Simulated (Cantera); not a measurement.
**Stirred combustor or abatement burner**

A perfectly stirred reactor is fed with 13.6 % CH₄, 18.1 % O₂, 68.3 % N₂, at 1.90 bar; it is adiabatic with a 675 K inlet, and is followed from long to short residence time, starting on the burning branch (τ in s: 0.07, 0.028, 0.011, 0.0045, 0.0018, 0.00071, 0.00029, 0.00011, 4.6e-05, 1.8e-05).

Cantera simulation using GRI-Mech 3.0 (53 species, 325 reactions); the numbers are that mechanism's predictions, not measurements.

```csv
τ (s),T (K),x CH₄,x O₂,x CH₂CO,x N₂O,x CO
0.070,2167,0.000135,6.06e-5,1.87e-7,1.40e-8,0.0878
0.028,2165,0.000263,0.000133,5.10e-7,2.60e-8,0.0876
0.011,2163,0.000496,0.000300,1.45e-6,4.76e-8,0.0871
0.0045,2159,0.000845,0.000641,3.78e-6,7.57e-8,0.0863
0.0018,2151,0.00136,0.00137,9.08e-6,9.74e-8,0.0853
0.00071,2133,0.00215,0.00296,2.04e-5,8.98e-8,0.0840
0.00029,2094,0.00367,0.00662,4.58e-5,5.37e-8,0.0829
0.00011,675,0.136,0.181,<1e-12,<1e-12,<1e-12
4.6e-5,675,0.136,0.181,<1e-12,<1e-12,<1e-12
1.8e-5,675,0.136,0.181,<1e-12,<1e-12,<1e-12
```
x: mole fraction; the columns are a selection and need not sum to one.
